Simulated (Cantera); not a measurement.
Moist CO burnout

An isothermal, constant-pressure homogeneous reactor starts with CO : O2 : H2O : N2 = 0.0094 : 0.0033 : 0.0072 : 1 (molar parts), at 1275 K and 3680 Torr.

Detailed kinetics in Cantera: GRI-Mech 3.0 (53 species, 325 reactions).

```tsv
t (s)	x CO	x O2	x H2O	x H2O2	x NO	x O
0.000200	0.00922	0.00324	0.00706	1.88e-12	<1e-12	6.68e-9
0.000649	0.00921	0.00323	0.00706	1.03e-9	<1e-12	6.74e-7
0.00211	0.00560	0.00151	0.00680	1.24e-7	1.70e-7	5.46e-5
0.00684	0.00215	1.14e-5	0.00645	3.36e-9	4.70e-7	5.40e-7
0.0222	0.00196	2.02e-7	0.00628	6.04e-11	4.69e-7	5.61e-9
0.0721	0.00191	1.40e-8	0.00623	3.13e-12	4.50e-7	2.66e-10
0.234	0.00188	1.58e-9	0.00621	<1e-12	4.13e-7	1.75e-11
0.759	0.00187	2.21e-10	0.00620	<1e-12	3.67e-7	1.58e-12
2.46	0.00186	2.78e-11	0.00618	<1e-12	3.17e-7	<1e-12
8.00	0.00185	1.69e-12	0.00618	<1e-12	2.57e-7	<1e-12
```
x: mole fraction; the columns are a selection and need not sum to one.

Equilibrium at this temperature and pressure: CO 0.00184, O2 <1e-12, H2O 0.00616, H2O2 <1e-12, NO 1.39e-10, O <1e-12 (gas phase only).
